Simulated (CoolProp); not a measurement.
Properties of toluene along the isobar 1.01 bar (Tc = 591.7 K, pc = 41.26 bar, ω = 0.266).

Values from CoolProp's reference Helmholtz-energy equation of state, Lemmon 2006. It is a short technical equation, of lower accuracy than the large ones.

```tsv
T (K)	phase	cp (kJ/(kg K))	cv (kJ/(kg K))	Prandtl number
538.8	gas	1.975	1.880	0.717
546.2	gas	1.996	1.901	0.716
553.6	gas	2.016	1.921	0.716
560.9	gas	2.036	1.941	0.715
568.3	gas	2.055	1.961	0.715
575.7	gas	2.075	1.980	0.714
583.1	gas	2.094	2.000	0.714
590.5	gas	2.113	2.019	0.713
597.9	gas	2.131	2.037	0.713
605.2	gas	2.149	2.056	0.712
612.6	gas	2.167	2.074	0.712
620	gas	2.185	2.092	0.712
```

Viscosity comes from a separate model (Avgeri 2015). Thermal conductivity comes from a separate model (Assael 2012).
